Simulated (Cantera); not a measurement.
# Low-pressure radical oxidation in H2/O2

An isothermal, constant-pressure homogeneous reactor starts with 13.3 % H₂, 78.1 % O₂, 8.59 % N₂, equivalence ratio 0.085, at 950 K and 21.0 Torr.

Detailed kinetics in Cantera: GRI-Mech 3.0 (53 species, 325 reactions). Radical loss at walls, strong at low pressure, is not modelled. The temperature is held fixed by assumption; the heat of reaction is taken as removed at once.

```csv
t (s),x H₂,x O₂,x HO₂,x OH,x H₂O,x H₂O₂,x H
2.00e-5,0.133,0.781,1.01e-11,<1e-12,<1e-12,<1e-12,9.40e-12
8.87e-5,0.133,0.781,4.53e-11,6.89e-12,1.25e-11,<1e-12,4.27e-11
0.000394,0.133,0.781,2.30e-10,1.32e-10,7.83e-10,<1e-12,5.94e-10
0.00175,0.133,0.781,5.18e-7,1.80e-6,1.33e-5,1.21e-10,7.87e-6
0.00775,0.00208,0.763,2.30e-5,0.00101,0.138,9.05e-7,0.00130
0.0344,0.000139,0.766,4.20e-6,0.000118,0.142,3.52e-7,5.74e-6
0.152,1.08e-5,0.766,5.46e-7,3.39e-5,0.142,1.15e-7,1.25e-7
0.676,4.22e-7,0.766,5.71e-8,1.08e-5,0.142,3.07e-8,3.49e-9
3.00,1.44e-8,0.766,8.16e-9,4.01e-6,0.142,7.77e-9,1.72e-10
```
x: mole fraction; the columns are a selection and need not sum to one.

Equilibrium at this temperature and pressure: H₂ 1.78e-11, O₂ 0.766, HO₂ 5.17e-10, OH 1.66e-7, H₂O 0.142, H₂O₂ 2.99e-11, H <1e-12 (gas phase only).
